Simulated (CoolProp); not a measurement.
R1234ze(Z) along the isotherm 109.85 °C: Z from the reference equation and from simpler models built on Tc = 150.1 °C, pc = 3.531 MPa, ω = 0.327; each cubic takes its own stable root.

Computed with CoolProp (reference Helmholtz-energy equation of state, Akasaka 2019).

```csv
p (MPa),phase,reference,Redlich-Kwong,Soave-Redlich-Kwong
0.0558,gas,0.9914,0.9928,0.9924
0.0902,gas,0.9861,0.9883,0.9877
0.146,gas,0.9774,0.9810,0.9800
0.235,gas,0.9632,0.9692,0.9675
0.38,gas,0.9396,0.9494,0.9466
0.614,gas,___,___,0.9112
0.993,gas,0.8286,0.8580,0.8487
1.6,gas,0.6879,0.7470,0.7261
2.59,liquid,0.09739,0.1336,0.1254
4.19,liquid,0.1539,0.2043,0.1949
6.76,liquid,0.2414,0.3109,0.3002
10.9,liquid,0.3763,0.4715,___
17.7,liquid,0.5872,0.7183,0.7056
```

Task: Fill in the missing entries.

Result: 
- 0.614, reference: 0.8996
- 0.614, Redlich-Kwong: 0.9162
- 10.9, Soave-Redlich-Kwong: 0.4597
